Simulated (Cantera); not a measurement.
What does this Cantera script print?

```python
import numpy as np
import cantera as ct

gas_names = """
    C CN CO CO2 C2 CCN CNC C2N2 C2O C3 C3O2 C4 C4N2 C5 N NCO NO NO2 NO3 N2 N2O O O2 O3 Si SiC SiC2 SiN
    SiO SiO2 Si2 Si2C Si2N Si3
""".split()
cond_names = """
    C(gr) Si(cr) Si(L) SiC(b) SiO2(Lqz) SiO2(hqz) SiO2(L) Si2N2O(s) Si3N4(a)
""".split()


# ... load() reads the species with a 1 bar reference pressure and builds the phases ...
atoms = {
    'Si': {'Si': 1},
    'CO2': {'C': 1, 'O': 2},
    'N2': {'N': 2},
}
top_T = {'C(gr)': 4500, 'SiC(b)': 3050, 'Si2N2O(s)': 2100, 'Si3N4(a)': 2400}  # K; cautious upper limits of use, not melting points


# ... equilibrate(T, P, feed) seeds the gas with the atoms and calls Mixture.equilibrate('TP', solver="vcs", rtol=1e-11, max_steps=5000) ...
results = []
T = 1148  # K
P = 13332.2  # Pa
for m in [0.073, 0.097, 0.12, 0.15, 0.17, 0.19, 0.22, 0.24, 0.27, 0.29, 0.32, 0.34, 0.36]:
    feed = {'Si': 1, 'CO2': m, 'N2': 1.2}  # mol
    mix = equilibrate(T, P, feed)
    results.append((T, P, feed, dict(zip(mix.species_names, mix.species_moles))))
    x = sorted(zip(gas.X, gas.species_names), reverse=True)
    print(f"T = {T:g} K  P = {P:g} Pa  n(CO2) = {m:g} mol  gas = {mix.phase_moles(0):.4g} mol")
    print("   x: " + "  ".join(f"{s} {v:.3e}" for v, s in x if v > 0.0001))
    print("   condensed (mol): " + ("  ".join(f"{mix.phase(i).name} {mix.phase_moles(i):.4g}"
          for i in range(1, mix.n_phases) if mix.phase_moles(i) > 1e-12) or "none"))
```

Output:

```
T = 1148 K  P = 13332.2 Pa  n(CO2) = 0.073 mol  gas = 0.582 mol
   x: N2 1.000e+00
   condensed (mol): C(gr) 0.073  Si2N2O(s) 0.146  Si3N4(a) 0.236
T = 1148 K  P = 13332.2 Pa  n(CO2) = 0.097 mol  gas = 0.598 mol
   x: N2 1.000e+00
   condensed (mol): C(gr) 0.097  Si2N2O(s) 0.194  Si3N4(a) 0.204
T = 1148 K  P = 13332.2 Pa  n(CO2) = 0.12 mol  gas = 0.6133 mol
   x: N2 1.000e+00
   condensed (mol): C(gr) 0.12  Si2N2O(s) 0.24  Si3N4(a) 0.1733
T = 1148 K  P = 13332.2 Pa  n(CO2) = 0.15 mol  gas = 0.6333 mol
   x: N2 1.000e+00
   condensed (mol): C(gr) 0.15  Si2N2O(s) 0.3  Si3N4(a) 0.1333
T = 1148 K  P = 13332.2 Pa  n(CO2) = 0.17 mol  gas = 0.6467 mol
   x: N2 1.000e+00
   condensed (mol): C(gr) 0.17  Si2N2O(s) 0.34  Si3N4(a) 0.1067
T = 1148 K  P = 13332.2 Pa  n(CO2) = 0.19 mol  gas = 0.66 mol
   x: N2 1.000e+00
   condensed (mol): C(gr) 0.19  Si2N2O(s) 0.38  Si3N4(a) 0.08
T = 1148 K  P = 13332.2 Pa  n(CO2) = 0.22 mol  gas = 0.68 mol
   x: N2 1.000e+00
   condensed (mol): C(gr) 0.22  Si2N2O(s) 0.44  Si3N4(a) 0.04
T = 1148 K  P = 13332.2 Pa  n(CO2) = 0.24 mol  gas = 0.6933 mol
   x: N2 1.000e+00
   condensed (mol): C(gr) 0.24  Si2N2O(s) 0.48  Si3N4(a) 0.01333
T = 1148 K  P = 13332.2 Pa  n(CO2) = 0.27 mol  gas = 0.7242 mol
   x: N2 9.774e-01  CO 2.256e-02
   condensed (mol): C(gr) 0.2537  SiO2(hqz) 0.01577  Si2N2O(s) 0.4921
T = 1148 K  P = 13332.2 Pa  n(CO2) = 0.29 mol  gas = 0.7378 mol
   x: N2 9.774e-01  CO 2.256e-02
   condensed (mol): C(gr) 0.2734  SiO2(hqz) 0.04224  Si2N2O(s) 0.4789
T = 1148 K  P = 13332.2 Pa  n(CO2) = 0.32 mol  gas = 0.7581 mol
   x: N2 9.774e-01  CO 2.256e-02
   condensed (mol): C(gr) 0.3029  SiO2(hqz) 0.08193  Si2N2O(s) 0.459
T = 1148 K  P = 13332.2 Pa  n(CO2) = 0.34 mol  gas = 0.7716 mol
   x: N2 9.774e-01  CO 2.256e-02
   condensed (mol): C(gr) 0.3226  SiO2(hqz) 0.1084  Si2N2O(s) 0.4458
T = 1148 K  P = 13332.2 Pa  n(CO2) = 0.36 mol  gas = 0.7851 mol
   x: N2 9.774e-01  CO 2.256e-02
   condensed (mol): C(gr) 0.3423  SiO2(hqz) 0.1349  Si2N2O(s) 0.4326
```

Equilibrium computed with Cantera from the NASA thermochemical tables; the gas is ideal and each condensed phase is pure. N2 is the only nitrogen source here; it is nearly inert below about 1500 K, so the nitride shown seldom forms there in practice. Mutual solubility and eutectic melting of coexisting phases are not modelled. The tables hold silica as quartz up to 1696 K and as liquid above; real silica turns to tridymite and cristobalite and melts near 1996 K.
